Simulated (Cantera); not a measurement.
Cantera run:

```python
import numpy as np
import cantera as ct

gas_names = """
    CL CL2 H HCL H2 N NH NH2 NH3 N2 N2H2 N2H4 Si SiCL SiCL2 SiCL3 SiCL4 SiH SiHCL3 SiH2 SiH2CL2 SiH3
    SiH3CL SiH4 SiN Si2 Si2N Si3
""".split()
cond_names = """
    NH4CL(a) NH4CL(b) Si(cr) Si(L) Si3N4(a)
""".split()


def load(file, names, dense=False):
    # The tables refer to 1 bar. Condensed volumes are neglected.
    table = {s.name: s for s in ct.Species.list_from_file(file)}
    out = []
    for n in names:
        d = dict(table[n].input_data)
        d["thermo"] = dict(d["thermo"], **{"reference-pressure": 1e5})
        if dense:
            d["equation-of-state"] = {"model": "constant-volume", "density": "1e6 g/cm^3"}
        out.append(ct.Species.from_dict(d))
    return out


gas = ct.Solution(thermo="ideal-gas", species=load("nasa_gas.yaml", gas_names))
cond = {s.name: ct.Solution(thermo="fixed-stoichiometry", species=[s], name=s.name)
        for s in load("nasa_condensed.yaml", cond_names, dense=True)}
atoms = {
    'Si3N4': {'Si': 3, 'N': 4},
    'H2': {'H': 2},
    'Cl2': {'CL': 2},
    'HCl': {'H': 1, 'CL': 1},
}
top_T = {'Si3N4(a)': 2400}  # K; cautious upper limits of use, not melting points


def equilibrate(T, P, feed):
    n = {}
    for name, mol in feed.items():
        for a, k in atoms[name].items():
            n[a] = n.get(a, 0.0) + k * mol
    gas.TPX = T, P, n
    mass = sum(n.values()) * gas.mean_molecular_weight
    gas.equilibrate("TP")
    valid = [c for c in cond.values() if c.min_temp <= T <= top_T.get(c.name, c.max_temp)]
    mix = ct.Mixture([(gas, mass / gas.mean_molecular_weight)] + [(c, 0.0) for c in valid])
    mix.T, mix.P = T, P
    mix.equilibrate("TP", solver="vcs", rtol=1e-11, max_steps=5000)
    return mix


results = []
feed = {'Si3N4': 1, 'H2': 22, 'Cl2': 0.54, 'HCl': 0.00044}  # mol
P = 23  # Pa
for T in [975, 1050, 1125, 1200, 1275, 1350, 1425, 1500, 1575, 1650, 1725]:
    mix = equilibrate(T, P, feed)
    results.append((T, P, feed, dict(zip(mix.species_names, mix.species_moles))))
    x = sorted(zip(gas.X, gas.species_names), reverse=True)
    print(f"T = {T:g} K  P = {P:g} Pa  gas = {mix.phase_moles(0):.4g} mol")
    print("   x: " + "  ".join(f"{s} {v:.3e}" for v, s in x if v > 1e-05))
    print("   condensed (mol): " + ("  ".join(f"{mix.phase(i).name} {mix.phase_moles(i):.4g}"
          for i in range(1, mix.n_phases) if mix.phase_moles(i) > 1e-12) or "none"))
```

Output:

```
T = 975 K  P = 23 Pa  gas = 22.54 mol
   x: H2 9.523e-01  HCL 4.758e-02  SiCL4 6.916e-05  N2 6.812e-05  SiCL2 1.832e-05
   condensed (mol): Si3N4(a) 0.9992
T = 1050 K  P = 23 Pa  gas = 22.54 mol
   x: H2 9.522e-01  HCL 4.747e-02  SiCL2 1.273e-04  N2 1.231e-04  SiCL4 3.448e-05  SiCL3 1.556e-05
   condensed (mol): Si3N4(a) 0.9986
T = 1125 K  P = 23 Pa  gas = 22.55 mol
   x: H2 9.523e-01  HCL 4.684e-02  SiCL2 4.734e-04  N2 3.422e-04  SiCL3 2.227e-05  SiCL4 1.289e-05
   condensed (mol): Si3N4(a) 0.9961
T = 1200 K  P = 23 Pa  gas = 22.56 mol
   x: H2 9.526e-01  HCL 4.512e-02  SiCL2 1.333e-03  N2 9.117e-04  SiCL3 2.660e-05  H 1.270e-05
   condensed (mol): Si3N4(a) 0.9897
T = 1275 K  P = 23 Pa  gas = 22.59 mol
   x: H2 9.532e-01  HCL 4.157e-02  SiCL2 3.085e-03  N2 2.077e-03  H 4.745e-05  SiCL3 2.757e-05
   condensed (mol): Si3N4(a) 0.9765
T = 1350 K  P = 23 Pa  gas = 22.72 mol
   x: H2 9.491e-01  HCL 3.864e-02  N2 7.692e-03  SiCL2 4.424e-03  H 1.531e-04  SiCL3 1.947e-05
   condensed (mol): Si(cr) 0.1611  Si3N4(a) 0.9126
T = 1425 K  P = 23 Pa  gas = 23.57 mol
   x: H2 9.147e-01  N2 4.350e-02  HCL 3.683e-02  SiCL2 4.476e-03  H 4.302e-04  CL 1.418e-05  SiCL3 1.083e-05
   condensed (mol): Si(cr) 1.432  Si3N4(a) 0.4874
T = 1500 K  P = 23 Pa  gas = 24.56 mol
   x: H2 8.779e-01  N2 8.145e-02  HCL 3.498e-02  SiCL2 4.475e-03  H 1.088e-03  Si 4.576e-05  CL 3.493e-05  SiCL 1.890e-05
   condensed (mol): Si(cr) 2.888
T = 1575 K  P = 23 Pa  gas = 24.58 mol
   x: H2 8.765e-01  N2 8.137e-02  HCL 3.456e-02  SiCL2 4.622e-03  H 2.565e-03  Si 2.496e-04  CL 8.038e-05  SiCL 5.550e-05
   condensed (mol): Si(cr) 2.878
T = 1650 K  P = 23 Pa  gas = 24.64 mol
   x: H2 8.729e-01  N2 8.116e-02  HCL 3.406e-02  H 5.597e-03  SiCL2 4.727e-03  Si 1.165e-03  CL 1.712e-04  SiCL 1.470e-04  SiH 3.015e-05
   condensed (mol): Si(cr) 2.85
T = 1725 K  P = 23 Pa  gas = 24.8 mol
   x: H2 8.644e-01  N2 8.063e-02  HCL 3.378e-02  H 1.139e-02  SiCL2 4.551e-03  Si 4.414e-03  CL 3.445e-04  SiCL 3.348e-04  SiH 8.894e-05  Si2 2.104e-05  Si2N 1.859e-05  SiH2 1.490e-05  SiN 1.061e-05
   condensed (mol): Si(L) 2.764
```

Equilibrium computed with Cantera from the NASA thermochemical tables; the gas is ideal and each condensed phase is pure. Mutual solubility and eutectic melting of coexisting phases are not modelled. The tables' values for SiCl, SiCl3, SiN are old estimates; treat these amounts as uncertain. Gases not in the tables: Si2H6 and higher silanes.
